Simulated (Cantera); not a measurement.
Charge: 1 mol B, 4.6 mol O2, equilibrated at 1175 °C and 0.00170 bar.

These are equilibrium values from Cantera (NASA tables, ideal gas, pure condensed phases), not measurements of a reactor. Candidate condensed phases: B, B2O3; 10 gas species. The numbers say what is thermodynamically allowed, not how fast it happens.

Base state: O2 0.995, B2O3 0.00424, BO2 0.000510, O 4.73e-5 (mole fractions); condensed: B2O3(l).

Q: What changes in the equilibrium state with this change: 0.0044 mol Cl2 added?

A: 
| species | before | after |
|---|---|---|
| O2 | 0.995 | 0.993 |
| B2O3 | 0.00424 | 0.00424 |
| Cl | 0 | 0.00225 |
| BOCl | 0 | 1.18e-5 |
| O | 4.73e-5 | 4.72e-5 |
| BO2 | 0.000510 | 0.000510 |
| B2O3(l), mol | 0.483 | 0.483 |
The tables' values for BOCl are old estimates; treat these amounts as uncertain.
